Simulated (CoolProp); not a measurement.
Properties of R1224YDZ at several states.

The numbers come from the reference Helmholtz-energy equation of state, Akasaka 2023 in CoolProp.

```csv
T (K),p (MPa),phase,Z,speed of sound (m/s),Joule-Thomson coefficient (K/MPa),expansivity (1/kK),fugacity coefficient
397.9,0.334,gas,0.9536,…,12.05,2.963,…
408.9,0.0268,gas,0.9967,155.6,…,2.473,0.9967
294.7,0.655,liquid,…,…,…,1.984,0.1925
359.4,0.0178,gas,0.9966,146.3,16.22,2.817,0.9966
164,0.227,liquid,0.01461,1185,-0.4493,…,3.025e-5
```

Q: Complete the blanks.

A: 
- 397.9, speed of sound (m/s): 147.8
- 397.9, fugacity coefficient: 0.9554
- 408.9, Joule-Thomson coefficient (K/MPa): 10.37
- 294.7, Z: 0.02895
- 294.7, speed of sound (m/s): 633.8
- 294.7, Joule-Thomson coefficient (K/MPa): -0.2655
- 164, expansivity (1/kK): 1.424
